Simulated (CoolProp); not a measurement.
n-hexane at 293.15 K and 0.00415 MPa flows at 0.54 m/s in a round tube of 10 mm bore and 15 µm roughness, fully developed (64/Re and Nu = 3.66 if laminar; Colebrook and Gnielinski if turbulent). Each further row changes one setting.

Computed with CoolProp (reference Helmholtz-energy equation of state, Thol 2019).

```csv
case,Reynolds number,Darcy friction factor,pressure drop (Pa/m),heat-transfer coefficient (W/(m² K)),mass flow (kg/h)
as stated,129,?,?,4.91,?
velocity 1.08 m/s,258,0.248,2.13,4.91,?
diameter 20 mm,258,0.248,?,?,0.0899
```

Question: What belongs in the gaps?

Answer: 
- as stated, Darcy friction factor: 0.497
- as stated, pressure drop (Pa/m): 1.07
- as stated, mass flow (kg/h): 0.0225
- velocity 1.08 m/s, mass flow (kg/h): 0.0450
- diameter 20 mm, pressure drop (Pa/m): 0.267
- diameter 20 mm, heat-transfer coefficient (W/(m² K)): 2.45

Viscosity comes from a separate model (Michailidou 2013). Thermal conductivity comes from a separate model (Assael 2013).
